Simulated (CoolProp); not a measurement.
Saturation properties of R1234yf.

The numbers come from the reference Helmholtz-energy equation of state, Lemmon 2022 in CoolProp.

```json
[
 {"T (°C)": "-87.75", "p (bar)": "0.02925", "liquid density (kg/m³)": "1416", "enthalpy of vaporisation (kJ/kg)": "209.5", "vapour Z": "0.9966", "surface tension (mN/m)": "23.6", "vapour viscosity (µPa s)": "7.60"},
 {"T (°C)": "-74.85", "p (bar)": "0.07944", "liquid density (kg/m³)": "1383", "enthalpy of vaporisation (kJ/kg)": "203.4", "vapour Z": "0.9928", "surface tension (mN/m)": "21.3", "vapour viscosity (µPa s)": "8.14"},
 {"T (°C)": "-61.95", "p (bar)": "0.1869", "liquid density (kg/m³)": "1350", "enthalpy of vaporisation (kJ/kg)": "197.2", "vapour Z": "0.9864", "surface tension (mN/m)": "19.1", "vapour viscosity (µPa s)": "8.69"},
 {"T (°C)": "-49.05", "p (bar)": "0.3918", "liquid density (kg/m³)": "1316", "enthalpy of vaporisation (kJ/kg)": "190.9", "vapour Z": "0.9767", "surface tension (mN/m)": "16.9", "vapour viscosity (µPa s)": "9.24"},
 {"T (°C)": "-36.15", "p (bar)": "0.7477", "liquid density (kg/m³)": "1282", "enthalpy of vaporisation (kJ/kg)": "184.4", "vapour Z": "0.9631", "surface tension (mN/m)": "14.9", "vapour viscosity (µPa s)": "9.79"},
 {"T (°C)": "-23.25", "p (bar)": "1.321", "liquid density (kg/m³)": "1246", "enthalpy of vaporisation (kJ/kg)": "177.4", "vapour Z": "0.9450", "surface tension (mN/m)": "12.9", "vapour viscosity (µPa s)": "10.3"},
 {"T (°C)": "-10.35", "p (bar)": "2.189", "liquid density (kg/m³)": "1208", "enthalpy of vaporisation (kJ/kg)": "169.9", "vapour Z": "0.9219", "surface tension (mN/m)": "10.9", "vapour viscosity (µPa s)": "10.9"},
 {"T (°C)": "2.55", "p (bar)": "3.441", "liquid density (kg/m³)": "1168", "enthalpy of vaporisation (kJ/kg)": "161.8", "vapour Z": "0.8934", "surface tension (mN/m)": "9.11", "vapour viscosity (µPa s)": "11.5"},
 {"T (°C)": "15.45", "p (bar)": "5.173", "liquid density (kg/m³)": "1125", "enthalpy of vaporisation (kJ/kg)": "152.8", "vapour Z": "0.8588", "surface tension (mN/m)": "7.38", "vapour viscosity (µPa s)": "12.1"},
 {"T (°C)": "28.35", "p (bar)": "7.492", "liquid density (kg/m³)": "1079", "enthalpy of vaporisation (kJ/kg)": "142.8", "vapour Z": "0.8175", "surface tension (mN/m)": "5.76", "vapour viscosity (µPa s)": "12.7"},
 {"T (°C)": "41.25", "p (bar)": "10.51", "liquid density (kg/m³)": "1028", "enthalpy of vaporisation (kJ/kg)": "131.2", "vapour Z": "0.7683", "surface tension (mN/m)": "4.26", "vapour viscosity (µPa s)": "13.4"},
 {"T (°C)": "54.15", "p (bar)": "14.36", "liquid density (kg/m³)": "970.3", "enthalpy of vaporisation (kJ/kg)": "117.7", "vapour Z": "0.7096", "surface tension (mN/m)": "2.90", "vapour viscosity (µPa s)": "14.3"},
 {"T (°C)": "67.05", "p (bar)": "19.19", "liquid density (kg/m³)": "900.8", "enthalpy of vaporisation (kJ/kg)": "101.0", "vapour Z": "0.6378", "surface tension (mN/m)": "1.70", "vapour viscosity (µPa s)": "15.6"},
 {"T (°C)": "79.95", "p (bar)": "25.17", "liquid density (kg/m³)": "809.5", "enthalpy of vaporisation (kJ/kg)": "78.74", "vapour Z": "0.5443", "surface tension (mN/m)": "0.708", "vapour viscosity (µPa s)": "17.7"}
]
```

It boils at -29.5 °C under 1 atm.

Viscosity comes from a separate model (Bell 2016), an estimate that may be off by 10 % or more. Surface tension comes from a separate correlation (Mulero 2012).
